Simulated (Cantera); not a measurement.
Cantera run, input and output.

```python
import numpy as np
import cantera as ct

surf = ct.Interface("diamond.yaml", "diamond_100")
gas, bulk = surf.adjacent["gas"], surf.adjacent["diamond"]
k = surf.kinetics_species_index(bulk.species_names[0])
cover = ["c6HH", "c6H*", "c6*H", "c6**", "c6HM", "c6B"]

rows, drift = [], 0.0
print(f"{'xCH3':>10s}{'um/h':>11s}" + "".join(f"{s:>11s}" for s in cover))
for v in [1e-06, 2.4e-06, 5.8e-06, 1.4e-05, 3.4e-05, 8.2e-05, 0.0002, 0.00048, 0.0011]:
    T, P, xH, xCH3 = 1275, 4000, 0.00099, v
    gas.TPX = T, P, {"H": xH, "CH3": xCH3, "CH4": 0.012, "H2": 1 - xH - xCH3 - 0.012}
    surf.TP = bulk.TP = T, P
    surf.coverages = "c6H*:0.1, c6HH:0.9"
    surf.advance_coverages(100.0)
    before = surf.coverages
    surf.advance_coverages(100.0)
    drift = max(drift, np.max(np.abs(surf.coverages - before) / (surf.coverages + 1e-9)))
    rate = surf.net_production_rates[k] * bulk.mean_molecular_weight / bulk.density * 3.6e9
    rows.append([rate, *surf[cover].coverages])
    print(f"{v:10.4g}{rate:11.4e}" + "".join(f"{x:11.3e}" for x in rows[-1][1:]))
```

Output:

```
      xCH3       um/h       c6HH       c6H*       c6*H       c6**       c6HM        c6B
     1e-06 3.6310e-03  4.339e-01  4.434e-02  4.943e-01  2.747e-02  2.639e-06  9.853e-12
   2.4e-06 8.7126e-03  4.339e-01  4.434e-02  4.943e-01  2.747e-02  6.332e-06  2.364e-11
   5.8e-06 2.1045e-02  4.339e-01  4.433e-02  4.943e-01  2.745e-02  1.530e-05  5.711e-11
   1.4e-05 5.0738e-02  4.338e-01  4.433e-02  4.942e-01  2.742e-02  3.691e-05  1.377e-10
   3.4e-05 1.2286e-01  4.338e-01  4.432e-02  4.941e-01  2.733e-02  8.954e-05  3.334e-10
   8.2e-05 2.9427e-01  4.336e-01  4.429e-02  4.938e-01  2.712e-02  2.153e-04  7.985e-10
    0.0002 7.0575e-01  4.332e-01  4.423e-02  4.931e-01  2.662e-02  5.218e-04  1.915e-09
   0.00048 1.6297e+00  4.323e-01  4.410e-02  4.916e-01  2.550e-02  1.234e-03  4.422e-09
    0.0011 3.4492e+00  4.304e-01  4.382e-02  4.885e-01  2.332e-02  2.743e-03  9.360e-09
```

Detailed kinetics in Cantera: the Harris–Goodwin 1993 mechanism for the reconstructed diamond (100) surface.
